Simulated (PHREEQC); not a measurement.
**Buffer (model solution)**

A solution holds 0.0071 mol KHCO3, 0.0002 mol Na2CO3 and 0.0027 mol LiCl per kg of water, at 5 °C. Closed to the air; pH follows from the charge balance.

Model: ion-association model, phreeqc.dat, run in PHREEQC.

No solid was allowed to form.

Problem. What pH, specific conductance does the model give?

Solution. pH 8.93; specific conductance 653 µS/cm.

Problem. In which forms is C present?

Solution. HCO3- 97 %, CO3-2 3.1 % of the C.

Away from 25 °C the constants follow the database's enthalpies or fits; those with neither stay at their 25 °C values.
